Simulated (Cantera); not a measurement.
## Equilibrium for silicon carbide growth: SiH2Cl2 + C3H8 + H2

Feed: 1 mol SiH2Cl2, 0.96 mol C3H8, 1500 mol H2, held at 13.3 mbar.

Cantera equilibrium calculation (NASA polynomials, part measured and part estimated; ideal gas, pure solids and liquids). Candidate condensed phases: C, C6H6, C7H8, C8H18, Si, SiC; 109 gas species. Rates play no part.

```
T (K)   x H2       x H    x HCl  x C2H2 (acetylene)      x Si     x CH4      x Cl  n C(graphite)  n SiC(s)
-----  -----  --------  -------  ------------------  --------  --------  --------  -------------  --------
1148   0.998   6.20e-7  0.00133             3.71e-8    <1e-12  0.000316  7.27e-10           1.40     1.000
1248   0.999   4.04e-6  0.00133             2.43e-7  1.30e-12  0.000148   4.60e-9           1.66     1.000
1348   0.999   2.00e-5  0.00133             1.20e-6  5.31e-11   7.76e-5   2.22e-8           1.76     1.000
1448   0.999   7.98e-5  0.00133             4.75e-6   1.30e-9   4.44e-5   8.64e-8           1.80     1.000
1548   0.998  0.000266  0.00133             1.57e-5   2.08e-8   2.73e-5   2.83e-7           1.79     1.000
1648   0.998  0.000770  0.00133             4.46e-5   2.38e-7   1.78e-5   8.03e-7           1.72     0.999
1748   0.997   0.00198  0.00132            0.000113   2.06e-6   1.22e-5   2.03e-6           1.53     0.996
1848   0.994   0.00458  0.00132            0.000256   1.40e-5   8.67e-6   4.62e-6           1.12     0.973
1948   0.988   0.00973  0.00131            0.000533   7.84e-5   6.37e-6   9.68e-6          0.389     0.855
2048   0.978    0.0192  0.00129            0.000837  0.000409   4.32e-6   1.88e-5              0     0.248
2148   0.962    0.0354  0.00127            0.000909  0.000573   2.55e-6   3.42e-5              0         0
2248   0.936    0.0615  0.00123            0.000900  0.000587   1.49e-6   5.84e-5              0         0
2348   0.896     0.101  0.00117            0.000881  0.000586   8.87e-7   9.43e-5              0         0
2448   0.839     0.158  0.00108            0.000850  0.000576   5.25e-7  0.000144              0         0
```
x: gas mole fraction; n: condensed amount in mol.

From 1148 K to 1948 K the condensed part is C(graphite) + SiC(s). At 2048 K the condensed part is SiC(s). From 2148 K to 2448 K nothing is condensed.
